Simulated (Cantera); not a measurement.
An adiabatic, constant-volume homogeneous reactor starts with C3H8 : O2 : N2 = 1 : 2.17 : 8.17 (molar parts), equivalence ratio 2.3, at 1673 K and 0.237 atm. Integrator tolerance rtol = 1e-08.

Computed with Cantera and GRI-Mech 3.0 (53 species, 325 reactions). GRI-Mech 3.0 was tuned for natural gas; its chemistry of propane as a main component is partial and can be far from experiment.

**Question.** What does this change do: pressure from 0.237 atm to 4.44 atm?

**Answer.** 
| quantity | before | after |
|---|---|---|
| time of steepest temperature rise | 78.3 µs | 7.84 µs |
| temperature at 0.300 s | 2729 K | 2908 K |
| equilibrium temperature | 2729 K | 2908 K |
| x(C3H8) at 0.300 s | <1e-12 (gas-phase equilibrium <1e-12) | <1e-12 (gas-phase equilibrium <1e-12) |
| x(O2) at 0.300 s | 8.87e-5 (gas-phase equilibrium 8.87e-5) | 1.77e-5 (gas-phase equilibrium 1.77e-5) |
| x(CO2) at 0.300 s | 0.0112 (gas-phase equilibrium 0.0112) | 0.0107 (gas-phase equilibrium 0.0107) |
| x(H) at 0.300 s | 0.0357 (gas-phase equilibrium 0.0357) | 0.0154 (gas-phase equilibrium 0.0154) |
| x(CH4) at 0.300 s | 4.94e-12 (gas-phase equilibrium 5.44e-12) | 1.24e-9 (gas-phase equilibrium 1.38e-9) |
| x(C2H2) at 0.300 s | <1e-12 (gas-phase equilibrium <1e-12) | 1.76e-11 (gas-phase equilibrium 1.92e-11) |
| x(OH) at 0.300 s | 0.00391 (gas-phase equilibrium 0.00391) | 0.00198 (gas-phase equilibrium 0.00198) |

**Question.** What does this change do: initial temperature 1673 to 1223 K?

**Answer.** 
| quantity | before | after |
|---|---|---|
| time of steepest temperature rise | 78.3 µs | 7.11 ms |
| temperature at 0.300 s | 2729 K | 2483 K |
| equilibrium temperature | 2729 K | 2483 K |
| x(C3H8) at 0.300 s | <1e-12 (gas-phase equilibrium <1e-12) | <1e-12 (gas-phase equilibrium <1e-12) |
| x(O2) at 0.300 s | 8.87e-5 (gas-phase equilibrium 8.87e-5) | 7.76e-6 (gas-phase equilibrium 7.76e-6) |
| x(CO2) at 0.300 s | 0.0112 (gas-phase equilibrium 0.0112) | 0.0123 (gas-phase equilibrium 0.0123) |
| x(H) at 0.300 s | 0.0357 (gas-phase equilibrium 0.0357) | 0.0123 (gas-phase equilibrium 0.0123) |
| x(CH4) at 0.300 s | 4.94e-12 (gas-phase equilibrium 5.44e-12) | 2.20e-11 (gas-phase equilibrium 2.44e-11) |
| x(C2H2) at 0.300 s | <1e-12 (gas-phase equilibrium <1e-12) | <1e-12 (gas-phase equilibrium <1e-12) |
| x(OH) at 0.300 s | 0.00391 (gas-phase equilibrium 0.00391) | 0.00102 (gas-phase equilibrium 0.00102) |
